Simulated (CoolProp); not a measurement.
Properties of R236EA along the isotherm 138.85 °C.

Computed with CoolProp (reference Helmholtz-energy equation of state, Rui 2013).

| p (bar) | phase | Z | cv (kJ/(kg K)) | expansivity (1/kK) | viscosity (µPa s) |
|---|---|---|---|---|---|
| 0.19 | gas | 0.9981 | 0.9567 | 2.444 | 15.2 |
| 0.278 | gas | 0.9972 | 0.9569 | 2.452 | 15.2 |
| 0.409 | gas | 0.9958 | 0.9571 | 2.464 | 15.2 |
| 0.6 | gas | 0.9939 | 0.9575 | 2.482 | 15.2 |
| 0.881 | gas | 0.9910 | 0.9581 | 2.508 | 15.2 |
| 1.29 | gas | 0.9868 | 0.9589 | 2.547 | 15.2 |
| 1.9 | gas | 0.9805 | 0.9602 | 2.606 | 15.2 |
| 2.78 | gas | 0.9713 | … | 2.696 | 15.2 |
| 4.09 | gas | 0.9574 | 0.9649 | 2.839 | 15.3 |
| 6 | gas | 0.9367 | 0.9693 | 3.069 | 15.3 |
| 8.81 | gas | 0.9050 | 0.9762 | 3.466 | 15.4 |
| 12.9 | gas | 0.8559 | 0.9876 | … | 15.7 |
| 19 | gas | 0.7732 | 1.009 | 5.998 | 16.2 |
| 27.8 | gas | 0.6153 | 1.060 | 13.69 | 18.2 |
| 40.9 | liquid | … | 1.078 | 15.81 | 77.4 |
| 60 | liquid | 0.2710 | 1.039 | 7.224 | 99.1 |

Q: What belongs in the gaps?

A: 
- 2.78, cv (kJ/(kg K)): 0.9620
- 12.9, expansivity (1/kK): 4.213
- 40.9, Z: 0.2058

Viscosity comes from a separate model (Huber 2003), an estimate that may be off by 10 % or more.
